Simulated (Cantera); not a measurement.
## Adiabatic ignition

An adiabatic, constant-volume homogeneous reactor starts with CH4 : CO : O2 : N2 : CO2 = 1 : 0.61 : 1.05 : 3.94 : 0.59 (molar parts), equivalence ratio 2.2, at 1350 K and 1.20 bar.

Detailed kinetics in Cantera: GRI-Mech 3.0 (53 species, 325 reactions).

```tsv
t (s)	T (K)	P (bar)	x CH4	x CO	x O2	x NO2	x C2H	x HCO	x C2H2
4.00e-6	1350	1.20	0.139	0.0848	0.146	<1e-12	<1e-12	<1e-12	<1e-12
1.32e-5	1350	1.20	0.139	0.0848	0.146	<1e-12	<1e-12	<1e-12	<1e-12
4.35e-5	1350	1.20	0.139	0.0848	0.146	<1e-12	<1e-12	1.38e-12	<1e-12
0.000143	1350	1.20	0.139	0.0848	0.146	<1e-12	<1e-12	5.74e-12	<1e-12
0.000473	1350	1.20	0.139	0.0848	0.146	<1e-12	<1e-12	8.78e-11	2.89e-11
0.00156	1351	1.20	0.139	0.0848	0.146	<1e-12	<1e-12	9.31e-10	2.96e-9
0.00514	1361	1.21	0.137	0.0848	0.145	<1e-12	<1e-12	7.03e-9	1.66e-7
0.0169	2505	2.53	2.27e-11	0.214	3.89e-5	4.38e-9	<1e-12	3.77e-7	<1e-12
0.0558	2505	2.53	2.27e-11	0.214	3.88e-5	4.73e-9	<1e-12	3.77e-7	<1e-12
0.184	2505	2.53	2.27e-11	0.214	3.88e-5	4.73e-9	<1e-12	3.77e-7	<1e-12
0.607	2505	2.53	2.27e-11	0.214	3.88e-5	4.73e-9	<1e-12	3.77e-7	<1e-12
2.00	2505	2.53	2.27e-11	0.214	3.88e-5	4.73e-9	<1e-12	3.77e-7	<1e-12
```
x: mole fraction; the columns are a selection and need not sum to one.

```json
{
  "time_of_steepest_temperature_rise": "11.8 ms",
  "temperature at 2.00 s": "2505 K",
  "equilibrium_temperature": "2505 K",
  "x(CH4) at 2.00 s": "2.27e-11 (gas-phase equilibrium 2.54e-11)",
  "x(CO) at 2.00 s": "0.214 (gas-phase equilibrium 0.214)",
  "x(O2) at 2.00 s": "3.88e-5 (gas-phase equilibrium 3.88e-5)"
}
```
